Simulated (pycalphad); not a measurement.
Effect of Si content in Sn-Si

All values are pycalphad results on the COST 507 light-alloy database (1999) (1 atm), not direct measurements. The data set is of 1999 and partly superseded. Phase fractions are per mole of atoms.

| alloy | liquidus (°C) | first solid | solidus (°C) | phases at 502 °C |
|---|---|---|---|---|
| Sn-1.03Si (at.%) | 851 | DIAMOND_A4 | 232 | LIQUID 0.99, DIAMOND_A4 0.01 |
| Sn-1.38Si (at.%) | 889 | DIAMOND_A4 | 232 | LIQUID 0.99, DIAMOND_A4 0.01 |
| Sn-2.07Si (at.%) | 944 | DIAMOND_A4 | 232 | LIQUID 0.98, DIAMOND_A4 0.02 |
| Sn-4.14Si (at.%) | 1042 | DIAMOND_A4 | 232 | LIQUID 0.96, DIAMOND_A4 0.04 |

DIAMOND_A4 is diamond (Si).
